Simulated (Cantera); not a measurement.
Mixture: H2 : O2 : N2 = 1 : 0.926 : 4.26 (molar parts), equivalence ratio 0.54, at 5.00 bar, adiabatic and at constant volume. Ignition delay is the time to a rise of 400 K.

Detailed kinetics in Cantera: the H2/O2 subset of GRI-Mech 3.0, which has no nitrogen chemistry. The hydrogen kinetics of GRI-Mech 3.0 are dated; newer H2 mechanisms differ, most at raised pressure. Where the delays flatten at high temperature, the 400 K rule measures the pace of heat release, not the induction time.

Question: Predict: delay at 1000 K; delay at 1200 K; delay at 1400 K; delay at 1600 K; delay at 1800 K.

Answer: 
| Item | Result |
|---|---|
| delay at 1000 K | 14.7 ms |
| delay at 1200 K | 18.0 µs |
| delay at 1400 K | 4.85 µs |
| delay at 1600 K | 2.68 µs |
| delay at 1800 K | 2.03 µs |
